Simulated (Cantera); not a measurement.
## Hydrocarbon pyrolysis for carbon deposition

An isothermal, constant-pressure homogeneous reactor starts with 1.75 % C₂H₆, 94.6 % H₂, 3.68 % N₂, at 1925 K and 0.270 Torr.

Cantera simulation using GRI-Mech 3.0 (53 species, 325 reactions); the numbers are that mechanism's predictions, not measurements. GRI-Mech 3.0 stops at C3 and has no aromatics, soot or wall deposition, so with more carbon than oxygen in the feed, carbon stays in small species such as C2H2 where larger ones or solid carbon would form. Radical loss at walls, strong at low pressure, is not modelled.

| t (s) | x C₂H₆ | x H₂ | x C₂H₂ | x C₂H | x C₂H₄ |
|---|---|---|---|---|---|
| 2.00e-6 | 0.0175 | 0.946 | <1e-12 | <1e-12 | 4.57e-11 |
| 1.04e-5 | 0.0174 | 0.946 | <1e-12 | <1e-12 | 1.29e-9 |
| 5.45e-5 | 0.0170 | 0.945 | 7.46e-12 | <1e-12 | 5.09e-8 |
| 0.000284 | 0.0151 | 0.943 | 5.16e-9 | <1e-12 | 8.00e-6 |
| 0.00148 | 0.00652 | 0.931 | 1.83e-5 | 1.71e-9 | 0.000913 |
| 0.00775 | 5.75e-6 | 0.918 | 0.00163 | 3.66e-7 | 0.00110 |
| 0.0404 | 2.41e-6 | 0.922 | 0.00435 | 8.23e-7 | 0.000278 |
| 0.211 | 1.01e-6 | 0.929 | 0.00830 | 1.13e-6 | 0.000109 |
| 1.10 | 2.24e-7 | 0.936 | 0.0126 | 1.35e-6 | 2.48e-5 |
| 5.75 | 1.58e-8 | 0.938 | 0.0158 | 2.05e-6 | 2.39e-6 |
| 30.0 | 1.48e-10 | 0.934 | 0.0167 | 3.48e-6 | 2.78e-7 |
x: mole fraction; the columns are a selection and need not sum to one.

Equilibrium at this temperature and pressure: C₂H₆ <1e-12, H₂ 0.901, C₂H₂ 0.0107, C₂H 8.19e-6, C₂H₄ 3.59e-8 (gas phase only).
